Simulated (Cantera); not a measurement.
A freely propagating, adiabatic, planar premixed flame of H₂ : O₂ : N₂ = 1 : 0.847 : 3.19 (molar parts), equivalence ratio 0.59, unburnt at 575 K and 1350 Torr; mixture-averaged transport, grid criteria slope 0.08 and curve 0.16, no radiation.

Cantera simulation using the H2/O2 subset of GRI-Mech 3.0, which has no nitrogen chemistry; the numbers are that mechanism's predictions, not measurements. Burning velocities carry a grid error of a few per cent, more on coarse grids. Lean hydrogen flames are cellular in practice and burn faster than this planar one.

**Question.** Predict: laminar burning velocity; thermal thickness; peak x(OH); peak x(HO₂); peak x(H₂O₂).

**Answer.** 
| Property | Result |
|---|---|
| laminar burning velocity | 333 cm/s |
| thermal thickness | 0.199 mm |
| peak x(OH) | 0.0106 |
| peak x(HO₂) | 0.000454 |
| peak x(H₂O₂) | 4.19e-5 |
